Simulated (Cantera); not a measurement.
A closed system holds: 1 mol Si, a varied amount of HCl, 7 mol H₂, equilibrated at 1323 K and 24.0 bar.

Method: chemical equilibrium by Gibbs-energy minimisation in Cantera with the NASA 1993 tables (ideal gas, pure condensed phases). Candidate condensed phases: Si; 19 gas species. The tables' values for SiCl₃ are old estimates; treat these amounts as uncertain. Kinetics and transport are ignored.

Task: At 3.7 mol HCl, list the 5 most abundant gas species with their mole fractions, and the condensed phases.

Result: H₂ 0.858, SiHCl₃ 0.0465, SiCl₄ 0.0423, HCl 0.0396, SiH₂Cl₂ 0.00732. Condensed: gas only.
